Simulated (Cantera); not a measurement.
A perfectly stirred reactor is fed with H₂ : O₂ : N₂ = 1 : 0.581 : 2.19 (molar parts), at 560000 Pa; it is adiabatic with a 475 K inlet, and is followed from long to short residence time, starting on the burning branch (τ in s: 0.22, 0.1, 0.047, 0.022, 0.01, 0.0049, 0.0023, 0.0011, 0.0005, 0.00023, 0.00011, 5.2e-05).

Model: the H2/O2 subset of GRI-Mech 3.0, which has no nitrogen chemistry, integrated in Cantera. The hydrogen kinetics of GRI-Mech 3.0 are dated; newer H2 mechanisms differ, most at raised pressure.

### Question
Predict: blow-out, bracketed by the residence times tried; x(H₂) at τ = 0.220 s; x(O₂) at τ = 0.220 s; x(H₂O) at τ = 0.220 s; x(O) at τ = 0.220 s; x(H₂O₂) at τ = 0.220 s; x(H₂) at τ = 2.30 ms; x(O₂) at τ = 2.30 ms; x(H₂O) at τ = 2.30 ms; x(O) at τ = 2.30 ms; x(H₂O₂) at τ = 2.30 ms.

### Answer
* **blow-out, bracketed by the residence times tried**: burning at 52.0 µs, the shortest tried
* **x(H₂) at τ = 0.220 s**: 0.00288
* **x(O₂) at τ = 0.220 s**: 0.0242
* **x(H₂O) at τ = 0.220 s**: 0.298
* **x(O) at τ = 0.220 s**: 0.000565
* **x(H₂O₂) at τ = 0.220 s**: 6.14e-7
* **x(H₂) at τ = 2.30 ms**: 0.00381
* **x(O₂) at τ = 2.30 ms**: 0.0245
* **x(H₂O) at τ = 2.30 ms**: 0.297
* **x(O) at τ = 2.30 ms**: 0.000702
* **x(H₂O₂) at τ = 2.30 ms**: 6.51e-7
